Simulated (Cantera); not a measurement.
# Equilibrium for silicon oxide and oxynitride deposition: HMDSO + H2O

Feed: 1 mol HMDSO, a varied amount of H2O, held at 1173.15 K and 7.50 Torr.

Equilibrium computed with Cantera from the NASA thermochemical tables; the gas is ideal and each condensed phase is pure. Candidate condensed phases: C, C6H6, C7H8, C8H18, H2O, Si, SiC, SiO2; 123 gas species. The feed counts by its element totals alone. Mutual solubility and eutectic melting of coexisting phases are not modelled. The tables hold silica as quartz up to 1696 K and as liquid above; real silica turns to tridymite and cristobalite and melts near 1996 K. The numbers say what is thermodynamically allowed, not how fast it happens.

| n(H2O) (mol) | log p H2 | log p CO | log p H2O | log p CO2 | log p CH4 | log p H | log p SiO | n C(graphite) | n SiC(s) | n SiO2(β-quartz) |
|---|---|---|---|---|---|---|---|---|---|---|
| 0.14 | -2.00 | -4.57 | -8.02 | -10.69 | -5.71 | -7.93 | -8.04 | 4.53 | 1.44 | 0.558 |
| 0.25 | -2.00 | -4.57 | -8.02 | -10.69 | -5.71 | -7.93 | -8.04 | 4.59 | 1.39 | 0.612 |
| 0.42 | -2.00 | -4.57 | -8.02 | -10.69 | -5.71 | -7.93 | -8.04 | 4.67 | 1.30 | 0.697 |
| 0.72 | -2.00 | -4.57 | -8.02 | -10.69 | -5.71 | -7.93 | -8.04 | 4.82 | 1.15 | 0.847 |
| 1.2 | -2.00 | -4.57 | -8.02 | -10.69 | -5.71 | -7.93 | -8.04 | 5.06 | 0.914 | 1.09 |
| 2.1 | -2.00 | -4.57 | -8.02 | -10.69 | -5.71 | -7.93 | -8.04 | 5.50 | 0.465 | 1.53 |
| 3.6 | -2.02 | -3.34 | -6.81 | -8.24 | -5.75 | -7.94 | -9.26 | 5.40 | 0 | 2.00 |
| 6.1 | -2.08 | -2.77 | -6.30 | -7.09 | -5.87 | -7.97 | -9.83 | 2.90 | 0 | 2.00 |
| 10 | -2.14 | -2.63 | -3.49 | -4.10 | -8.72 | -8.00 | -12.70 | 0 | 0 | 2.00 |
| 18 | -2.23 | -2.86 | -2.64 | -3.37 | -10.07 | -8.04 | -13.65 | 0 | 0 | 2.00 |
log p: log10 of the partial pressure in bar; n: condensed amount in mol.

From 0.14 mol H2O to 2.1 mol H2O the condensed part is C(graphite) + SiC(s) + SiO2(β-quartz). From 3.6 mol H2O to 6.1 mol H2O the condensed part is C(graphite) + SiO2(β-quartz). From 10 mol H2O to 18 mol H2O the condensed part is SiO2(β-quartz).
